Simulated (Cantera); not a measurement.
# Adiabatic ignition

An adiabatic, constant-pressure homogeneous reactor starts with 13.5 % H2, 18.2 % O2, 68.4 % N2, at 1475 K and 440000 Pa.

Model: the H2/O2 subset of GRI-Mech 3.0, which has no nitrogen chemistry, integrated in Cantera. The hydrogen kinetics of GRI-Mech 3.0 are dated; newer H2 mechanisms differ, most at raised pressure.

```
t (s)     T (K)      x H2   x O2    x H2O      x O     x OH   x H2O2       x H
--------  -----  --------  -----  -------  -------  -------  -------  --------
3.00e-6    1487     0.126  0.177  0.00632  0.00125  0.00116  3.36e-6   0.00363
9.49e-6    2221   0.00462  0.115    0.128  0.00977   0.0159  7.87e-7   0.00393
3.00e-5    2362  0.000948  0.120    0.138  0.00195  0.00836  5.02e-7  0.000324
9.49e-5    2376  0.000613  0.120    0.140  0.00127  0.00686  5.42e-7  0.000169
0.000300   2376  0.000613  0.120    0.140  0.00127  0.00686  5.42e-7  0.000169
0.000949   2376  0.000613  0.120    0.140  0.00127  0.00686  5.42e-7  0.000169
0.00300    2376  0.000613  0.120    0.140  0.00127  0.00686  5.42e-7  0.000169
0.00949    2376  0.000613  0.120    0.140  0.00127  0.00686  5.42e-7  0.000169
0.0300     2376  0.000613  0.120    0.140  0.00127  0.00686  5.42e-7  0.000169
0.0949     2376  0.000613  0.120    0.140  0.00127  0.00686  5.42e-7  0.000169
0.300      2376  0.000613  0.120    0.140  0.00127  0.00686  5.42e-7  0.000169
0.949      2376  0.000613  0.120    0.140  0.00127  0.00686  5.42e-7  0.000169
3.00       2376  0.000613  0.120    0.140  0.00127  0.00686  5.42e-7  0.000169
```
x: mole fraction; the columns are a selection and need not sum to one.

```
Quantity                                                               Value
---------------------------------  -----------------------------------------
time of steepest temperature rise                                    3.90 µs
temperature at 3.00 s                                                 2376 K
equilibrium temperature                                               2376 K
x(H2) at 3.00 s                    0.000613 (gas-phase equilibrium 0.000613)
x(O2) at 3.00 s                          0.120 (gas-phase equilibrium 0.120)
x(H2O) at 3.00 s                         0.140 (gas-phase equilibrium 0.140)
```
